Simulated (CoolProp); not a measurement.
Computed with CoolProp (reference Helmholtz-energy equation of state, Wu 2011).

For dimethyl ether, give the phase and the density (kg/m³), speed of sound (m/s), viscosity (µPa s) at 439.8 K and 11.1 bar.


- 439.8 K and 11.1 bar: gas; density 14.8, speed of sound 283, viscosity 13.9

Viscosity comes from a separate model (Meng 2012).
